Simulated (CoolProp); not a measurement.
The numbers come from the reference Helmholtz-energy equation of state, Zhou 2011 in CoolProp.

Give the vapour pressure (kPa), liquid density (kg/m³), vapour density (kg/m³), enthalpy of vaporisation (kJ/kg) of saturated dimethyl carbonate at 461.4 K.


```
T (K)  p (kPa)  liquid density (kg/m³)  vapour density (kg/m³)  enthalpy of vaporisation (kJ/kg)
-----  -------  ----------------------  ----------------------  --------------------------------
461.4     1090                     816                    30.5                               294
```
